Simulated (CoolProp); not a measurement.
Vapour-liquid equilibrium of R152A (1) + R227EA (2) at 0.0187 MPa; x and y are mole fractions of (1).

Model: multi-fluid Helmholtz-energy mixture model, Outcalt 1996 and Lemmon 2016; pair parameters Bell 2016, in CoolProp.

### Question
Give the bubble temperature and the first vapour's composition at x = 0.65, 0.8, 0.95. Is there an azeotrope?

### Answer
x = 0.65: 218.4 K, y = 0.752; x = 0.8: 217.5 K, y = 0.858; x = 0.95: 216.9 K, y = 0.962. No azeotrope shows between x = 0.05 and 0.95.

The pair parameters rest on a limited set of measurements; away from them the model extrapolates. The gap from Raoult's law changes sign with composition, which may be real or a fault of the pair parameters; it wasn't checked against measurements.
